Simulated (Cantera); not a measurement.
Mixture: CH₄ : H₂ : O₂ : N₂ : H₂O = 1 : 0.094 : 4.65 : 17.5 : 1.7 (molar parts), at 1.70 bar, adiabatic and at constant volume. Ignition delay is the time to a rise of 400 K.

Computed with Cantera and GRI-Mech 3.0 (53 species, 325 reactions). Below about 1000 K GRI-Mech 3.0 lacks low-temperature oxidation paths.

Problem. Predict: delay at 975 K; delay at 1175 K; delay at 1375 K; delay at 1575 K; delay at 1775 K; apparent activation energy between 1675 and 1875 K.

Solution. 
* **delay at 975 K**: 0.133 s
* **delay at 1175 K**: 10.2 ms
* **delay at 1375 K**: 1.30 ms
* **delay at 1575 K**: 0.229 ms
* **delay at 1775 K**: 60.5 µs
* **apparent activation energy between 1675 and 1875 K**: 150 kJ/mol
